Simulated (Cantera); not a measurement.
Input (Python, Cantera) and output of one run.

```python
import numpy as np
import cantera as ct

gas_names = """
    CL CL2 H HCL H2 N NH NH2 NH3 N2 N2H2 N2H4 Si SiCL SiCL2 SiCL3 SiCL4 SiH SiHCL3 SiH2 SiH2CL2 SiH3
    SiH3CL SiH4 SiN Si2 Si2N Si3
""".split()
cond_names = """
    NH4CL(a) NH4CL(b) Si(cr) Si(L) Si3N4(a)
""".split()


def load(file, names, dense=False):
    # The tables refer to 1 bar. Condensed volumes are neglected.
    table = {s.name: s for s in ct.Species.list_from_file(file)}
    out = []
    for n in names:
        d = dict(table[n].input_data)
        d["thermo"] = dict(d["thermo"], **{"reference-pressure": 1e5})
        if dense:
            d["equation-of-state"] = {"model": "constant-volume", "density": "1e6 g/cm^3"}
        out.append(ct.Species.from_dict(d))
    return out


gas = ct.Solution(thermo="ideal-gas", species=load("nasa_gas.yaml", gas_names))
cond = {s.name: ct.Solution(thermo="fixed-stoichiometry", species=[s], name=s.name)
        for s in load("nasa_condensed.yaml", cond_names, dense=True)}
atoms = {
    'SiH2Cl2': {'Si': 1, 'H': 2, 'CL': 2},
    'NH3': {'N': 1, 'H': 3},
    'H2': {'H': 2},
}
top_T = {'Si3N4(a)': 2400}  # K; cautious upper limits of use, not melting points


def equilibrate(T, P, feed):
    n = {}
    for name, mol in feed.items():
        for a, k in atoms[name].items():
            n[a] = n.get(a, 0.0) + k * mol
    gas.TPX = T, P, n
    mass = sum(n.values()) * gas.mean_molecular_weight
    gas.equilibrate("TP")
    valid = [c for c in cond.values() if c.min_temp <= T <= top_T.get(c.name, c.max_temp)]
    mix = ct.Mixture([(gas, mass / gas.mean_molecular_weight)] + [(c, 0.0) for c in valid])
    mix.T, mix.P = T, P
    mix.equilibrate("TP", solver="vcs", rtol=1e-11, max_steps=5000)
    return mix


results = []
feed = {'SiH2Cl2': 1, 'NH3': 0.13, 'H2': 0.3}  # mol
T = 1950  # K
P = 9.3  # Pa
mix = equilibrate(T, P, feed)
results.append((T, P, feed, dict(zip(mix.species_names, mix.species_moles))))
print(gas.report(threshold=0.0001))
for i in range(1, mix.n_phases):
    print(f"{mix.phase(i).name:16s} {mix.phase_moles(i):12.5e} mol")
```

Result:

```
       temperature   1950 K
          pressure   9.3 Pa
           density   1.9062e-05 kg/m^3
  mean mol. weight   33.231 kg/kmol
   phase of matter   gas

                          1 kg             1 kmol
                     ---------------   ---------------
          enthalpy        2.4572e+06        8.1655e+07  J
   internal energy        1.9693e+06        6.5442e+07  J
           entropy             10009         3.326e+05  J/K
    Gibbs function        -1.706e+07       -5.6691e+08  J
 heat capacity c_p            1083.9             36019  J/K
 heat capacity c_v            833.69             27705  J/K

                      mass frac. Y      mole frac. X     chem. pot. / RT
                     ---------------   ---------------   ---------------
                CL          0.037141          0.034817           -27.803
                 H         0.0020761          0.068444           -14.894
               HCL           0.24684           0.22499           -42.696
                H2          0.020113           0.33154           -29.787
                N2          0.017505          0.020765           -40.013
                Si           0.10109           0.11961           -6.5018
              SiCL          0.032791          0.017151           -34.305
             SiCL2            0.5401           0.18132           -62.107
             SiCL3        0.00076104        0.00018812            -89.91
               SiH        0.00044481        0.00050809           -21.395
               Si2        0.00086504        0.00051177           -13.004
     [  +17 minor]        0.00027522        0.00014591

Si(L)             0.00000e+00 mol
Si3N4(a)          0.00000e+00 mol
```

Method: chemical equilibrium by Gibbs-energy minimisation in Cantera with the NASA 1993 tables (ideal gas, pure condensed phases). The tables' values for SiCl, SiCl3, SiN are old estimates; treat these amounts as uncertain. Gases not in the tables: Si2H6 and higher silanes.
